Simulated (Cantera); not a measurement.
Cantera with NASA thermochemical tables; ideal gases at 1 bar, condensed phases pure. Values are per mole of reaction as written; species without (g) are pure solids or liquids, kept so even where they would boil at 1 bar. VN: taken at fixed stoichiometry.

2 VN + 3 H2O2(g) → 2 VO2(g) + 6 H(g) + 2 NO(g), with ΔH° = 1868.6 kJ and ΔS° = 862.6 J/K at 300 K.

### Question
How far is the shortcut ΔG° ≈ ΔH°(300 K) − T·ΔS°(300 K) from the full temperature-dependent value at 1825, 1875, 1925, 1975, 2025, 2075 K?

### Answer
```json
[
 {"T (K)": "1825", "shortcut (kJ)": "294.3", "full (kJ)": "232.4", "difference (kJ)": "61.9", "difference in log10 K": "-1.77"},
 {"T (K)": "1875", "shortcut (kJ)": "251.2", "full (kJ)": "187.2", "difference (kJ)": "63.9", "difference in log10 K": "-1.78"},
 {"T (K)": "1925", "shortcut (kJ)": "208.0", "full (kJ)": "142.1", "difference (kJ)": "65.9", "difference in log10 K": "-1.79"},
 {"T (K)": "1975", "shortcut (kJ)": "164.9", "full (kJ)": "97.0", "difference (kJ)": "67.9", "difference in log10 K": "-1.80"},
 {"T (K)": "2025", "shortcut (kJ)": "121.8", "full (kJ)": "51.9", "difference (kJ)": "69.8", "difference in log10 K": "-1.80"},
 {"T (K)": "2075", "shortcut (kJ)": "78.6", "full (kJ)": "6.9", "difference (kJ)": "71.7", "difference in log10 K": "-1.81"}
]
```
The shortcut ignores the heat-capacity change of the reaction.
